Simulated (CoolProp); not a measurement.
R21 at several states: density (kg/m³) from the reference equation and from simpler models built on Tc = 179.6 °C, pc = 5.289 MPa, ω = 0.206; each cubic takes its own stable root.

The numbers come from the reference Helmholtz-energy equation of state, Platzer 1990 in CoolProp. This equation is an older, rougher fit; its heat capacities, sound speeds and derivatives of the liquid may be far off and weren't checked against measurements.

```
T (°C)  p (MPa)   phase  reference  van der Waals  Redlich-Kwong  Soave-Redlich-Kwong  Peng-Robinson
------  -------  ------  ---------  -------------  -------------  -------------------  -------------
64.95      17.6  liquid        [?]          879.3            [?]                 1251           1408
58.95      17.9  liquid        [?]          886.4           1239                 1265           1423
-14.45   0.0937  liquid       1458            [?]           1341                 1368           1543
```

Question: Complete the blanks.

Answer: 
- 64.95, reference: 1322
- 64.95, Redlich-Kwong: 1225
- 58.95, reference: 1336
- -14.45, van der Waals: 4.572

At some of these states van der Waals gives the other phase, because its saturation line lies elsewhere.
